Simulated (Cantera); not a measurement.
A perfectly stirred reactor is fed with 6.64 % NH₃, 92.9 % H₂, 0.438 % N₂, at 1.00 bar; it is held at 1725 K, and followed from long to short residence time.

Detailed kinetics in Cantera: the gas-phase N/H chemistry of the illustrative SiF4/NH3 mechanism in the Surface Chemkin manual (1991). Walls and surfaces, which speed up NH3 decomposition in real reactors, are not modelled.

x: mole fraction; the columns are a selection and need not sum to one.

```
τ (s)    x NH₃   x H₂     x N₂       x N    x N₂H₄
------  ------  -----  -------  --------  --------
4.5     0.0417  0.942   0.0159         …   2.20e-9
2.1     0.0503  0.938   0.0118   1.04e-8   3.10e-9
0.95    0.0572  0.934  0.00861   1.13e-8   3.91e-9
0.44    0.0616  0.932  0.00659   1.18e-8   4.44e-9
0.20    0.0641  0.930  0.00544   1.19e-8   4.71e-9
0.092   0.0653  0.930  0.00487   1.17e-8   4.77e-9
0.042   0.0659  0.929  0.00459   1.10e-8   4.62e-9
0.019   0.0662  0.929  0.00447         …   4.19e-9
0.0090  0.0663  0.929  0.00441         …   3.38e-9
0.0041  0.0663  0.929  0.00439         …   2.08e-9
0.0019  0.0664  0.929  0.00438  8.48e-10  8.48e-10
```

Question: Complete the blanks.

Answer: 
- 4.5, x N: 9.04e-9
- 0.019, x N: 9.36e-9
- 0.0090, x N: 6.76e-9
- 0.0041, x N: 3.26e-9
